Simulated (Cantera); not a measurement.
A freely propagating, adiabatic, planar premixed flame of CH₄ : O₂ : N₂ : CO₂ : H₂O = 1 : 2.2 : 8.26 : 1.3 : 0.1 (molar parts), unburnt at 300 K and 13300 Pa; mixture-averaged transport, grid criteria slope 0.08 and curve 0.16, no radiation.

Detailed kinetics in Cantera: GRI-Mech 3.0 (53 species, 325 reactions). Burning velocities carry a grid error of a few per cent, more on coarse grids.

x: mole fraction of selected species; z is measured from the peak of heat release.

| z (mm) | T (K) | u (m/s) | x CH₄ | x O₂ | x CO₂ | x N₂O | x HCO | x NO |
|---|---|---|---|---|---|---|---|---|
| -11.0 | 300 | 0.308 | 0.0777 | 0.171 | 0.101 | <1e-8 | <1e-8 | <1e-8 |
| -7.31 | 301 | 0.309 | 0.0776 | 0.171 | 0.101 | <1e-8 | <1e-8 | <1e-8 |
| -5.48 | 304 | 0.313 | 0.0773 | 0.170 | 0.101 | <1e-8 | <1e-8 | <1e-8 |
| -3.66 | 343 | 0.354 | 0.0746 | 0.167 | 0.101 | <1e-8 | <1e-8 | … |
| -1.83 | 697 | 0.728 | 0.0537 | 0.139 | 0.103 | <1e-8 | 7.30e-8 | … |
| -0.914 | 1066 | 1.12 | 0.0303 | 0.104 | 0.109 | <1e-8 | 3.19e-6 | … |
| 0 | 1413 | 1.50 | 0.00720 | 0.0631 | 0.120 | <1e-8 | 2.63e-5 | … |
| 0.914 | 1540 | 1.63 | 0.000458 | 0.0410 | 0.133 | 1.47e-8 | 6.55e-6 | … |
| 1.83 | 1570 | 1.66 | 1.58e-5 | 0.0346 | 0.141 | 1.81e-8 | 3.03e-7 | … |
| 3.66 | 1603 | 1.68 | 2.70e-8 | 0.0313 | 0.148 | 1.94e-8 | 1.18e-8 | … |
| 7.31 | 1648 | 1.73 | <1e-8 | 0.0292 | 0.152 | 2.04e-8 | <1e-8 | … |
| 14.6 | 1702 | 1.78 | <1e-8 | 0.0270 | 0.156 | 2.24e-8 | <1e-8 | … |
| 29.2 | 1761 | 1.83 | <1e-8 | 0.0244 | 0.160 | 2.54e-8 | <1e-8 | … |

**Question.** What belongs in the gaps?

**Answer.** 
- -3.66, x NO: 1.44e-8
- -1.83, x NO: 3.36e-7
- -0.914, x NO: 7.89e-7
- 0, x NO: 1.53e-6
- 0.914, x NO: 2.38e-6
- 1.83, x NO: 2.88e-6
- 3.66, x NO: 3.46e-6
- 7.31, x NO: 4.22e-6
- 14.6, x NO: 5.27e-6
- 29.2, x NO: 6.70e-6
